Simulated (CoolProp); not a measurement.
A single-stage vapour-compression cycle with the fluid: evaporating at 280.15 K (dew point), condensing at 311.15 K (bubble point), superheat 0 K, subcooling 0 K, compressor efficiency 0.6, no pressure losses. The same conditions are run with several fluids, on thermodynamics alone (safety and materials aside).

The numbers come from the reference Helmholtz-energy equation of state of each fluid (propane: Lemmon 2009; R143a: Lemmon and Jacobsen 2000; R1233zd(E): Akasaka 2022; R245fa: Akasaka 2015; the fluoroketone C6F12O (FK-5-1-12): McLinden 2015; carbonyl sulfide: Lemmon 2006) in CoolProp.

```
fluid                                cooling COP  pressure ratio  discharge temperature (K)  refrigerating effect (kJ/kg)  volumetric capacity (kJ/m³)
-----------------------------------  -----------  --------------  -------------------------  ----------------------------  ---------------------------
propane                                     4.49            2.24                      326.1                           281                         3560
R143a                                       4.21            2.28                      324.9                           130                         4400
R1233zd(E)                                  4.82            3.10                      325.9                           163                          615
R245fa                                      4.76            3.23                      322.2                           160                          693
the fluoroketone C6F12O (FK-5-1-12)         4.25            3.81                      311.2                          65.6                          161
carbonyl sulfide                            4.64            2.19                      354.3                           221                         5160
```

The compression ends wet for: the fluoroketone C6F12O (FK-5-1-12).
